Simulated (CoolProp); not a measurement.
Vapour-liquid equilibrium of R113 (1) + acetone (2) at -13.85 °C; x and y are mole fractions of (1).

The numbers come from the multi-fluid Helmholtz-energy mixture model, Marx 1992 and Lemmon 2006; pair parameters Bell 2016 in CoolProp.

Problem. Give the bubble pressure and the first vapour's composition at x = 0.2, 0.5, 0.8. Is there an azeotrope?

Solution. x = 0.2: 0.006964 MPa, y = 0.485; x = 0.5: 0.008126 MPa, y = 0.640; x = 0.8: 0.008254 MPa, y = 0.758. y crosses x between x = 0.65 and 0.725: the model has an azeotrope there.

The pair parameters rest on a limited set of measurements; away from them the model extrapolates.
